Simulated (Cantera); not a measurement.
Input: 1 mol CuO, 1.1 mol C, 0.19 mol CO, held at 1998 K and 1.80 bar.

Method: chemical equilibrium by Gibbs-energy minimisation in Cantera with the NASA 1993 tables (ideal gas, pure condensed phases). Candidate condensed phases: C, Cu, CuO, Cu₂O; 15 gas species. The numbers say what is thermodynamically allowed, not how fast it happens.

Base state: CO 0.998, Cu 0.00235, CO₂ 4.62e-5 (mole fractions); condensed: C(graphite) + Cu(l).

**Question.** What changes in the equilibrium state with this change: temperature from 1998 K to 1325 K?

**Answer.** 
| species | before | after |
|---|---|---|
| CO | 0.998 | 0.993 |
| CO₂ | 4.62e-5 | 0.00686 |
| Cu | 0.00235 | 1.56e-7 |
| C(graphite), mol | 0.100 | 0.108 |
| Cu(l), mol | 0.997 | 0 |
| Cu(s), mol | 0 | 1.00 |

**Question.** What changes in the equilibrium state with this change: pressure from 1.80 bar to 3.20 mbar?

**Answer.** 
| species | before | after |
|---|---|---|
| CO | 0.998 | 0.544 |
| Cu | 0.00235 | 0.456 |
| Cu₂ | 9.64e-6 | 0.000645 |
| CO₂ | 4.62e-5 | 2.44e-8 |
| C(graphite), mol | 0.100 | 0.100 |
| Cu(l), mol | 0.997 | 0 |

**Question.** What changes in the equilibrium state with this change: pressure from 1.80 bar to 19.0 mbar?

**Answer.** 
```tsv
species	before	after
CO	0.998	0.777
Cu	0.00235	0.222
Cu₂	9.64e-6	0.000913
CO₂	4.62e-5	2.96e-7
C(graphite), mol	0.100	0.100
Cu(l), mol	0.997	0.656
```
